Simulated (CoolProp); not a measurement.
R123 at 296.18 K and 0.0253 MPa is compressed adiabatically to 0.118 MPa with isentropic efficiency 0.8. Each further row changes one setting.

Values from CoolProp's reference Helmholtz-energy equation of state, Younglove 1994. It is a modified Benedict-Webb-Rubin equation, recast in Helmholtz form.

| case | work (kJ/kg) | final temperature (K) | final density (kg/m³) |
|---|---|---|---|
| as stated | ___ | ___ | ___ |
| efficiency 1 | 25.9 | ___ | ___ |
| efficiency 0.65 | ___ | ___ | ___ |

Question: Some entries are withheld; supply them.

Answer: 
- as stated, work (kJ/kg): 32.4
- as stated, final temperature (K): 344.5
- as stated, final density (kg/m³): 6.50
- efficiency 1, final temperature (K): 335.8
- efficiency 1, final density (kg/m³): 6.69
- efficiency 0.65, work (kJ/kg): 39.8
- efficiency 0.65, final temperature (K): 354.6
- efficiency 0.65, final density (kg/m³): 6.29
